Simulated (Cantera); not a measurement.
**Thermodynamics of aluminium nitride and oxide growth, feed Al(CH3)3 + O2 + H2**

Input: 1 mol Al(CH3)3, 8.2 mol O2, 7.9 mol H2, equilibrated at 100000 Pa.

Cantera equilibrium calculation (NASA polynomials, part measured and part estimated; ideal gas, pure solids and liquids). Candidate condensed phases: Al, Al2O3, C, C6H6, C7H8, C8H18, H2O; 121 gas species. The feed counts by its element totals alone. Gases not in the tables: Al(OH)3. Equilibrium is a limit: real reactors are often held back by kinetics, nucleation or transport.

```json
[
 {"T (K)": "600", "log p H2O": "-0.13", "log p H2": "-1.39", "log p CO2": "-0.79", "log p CO": "-3.51", "log p CH4": "-1.28", "n Al2O3(s)": "0.500"},
 {"T (K)": "800", "log p H2O": "-0.22", "log p H2": "-0.71", "log p CO2": "-0.75", "log p CO": "-1.87", "log p CH4": "-2.28", "n Al2O3(s)": "0.500"},
 {"T (K)": "1000", "log p H2O": "-0.21", "log p H2": "-0.72", "log p CO2": "-0.80", "log p CO": "-1.46", "log p CH4": "-4.82", "n Al2O3(s)": "0.500"},
 {"T (K)": "1200", "log p H2O": "-0.20", "log p H2": "-0.76", "log p CO2": "-0.85", "log p CO": "-1.27", "log p CH4": "-6.74", "n Al2O3(s)": "0.500"},
 {"T (K)": "1400", "log p H2O": "-0.19", "log p H2": "-0.80", "log p CO2": "-0.90", "log p CO": "-1.17", "log p CH4": "-8.16", "n Al2O3(s)": "0.500"},
 {"T (K)": "1600", "log p H2O": "-0.18", "log p H2": "-0.83", "log p CO2": "-0.94", "log p CO": "-1.10", "log p CH4": "-9.25", "n Al2O3(s)": "0.500"},
 {"T (K)": "1800", "log p H2O": "-0.18", "log p H2": "-0.85", "log p CO2": "-0.97", "log p CO": "-1.06", "log p CH4": "-10.10", "n Al2O3(s)": "0.500"},
 {"T (K)": "2000", "log p H2O": "-0.17", "log p H2": "-0.87", "log p CO2": "-0.99", "log p CO": "-1.03", "log p CH4": "-10.78", "n Al2O3(s)": "0.500"},
 {"T (K)": "2200", "log p H2O": "-0.17", "log p H2": "-0.89", "log p CO2": "-1.01", "log p CO": "-1.01", "log p CH4": "-11.33", "n Al2O3(s)": "0.500"}
]
```
log p: log10 of the partial pressure in bar; n: condensed amount in mol.

From 600 K to 2200 K the condensed part is Al2O3(s).
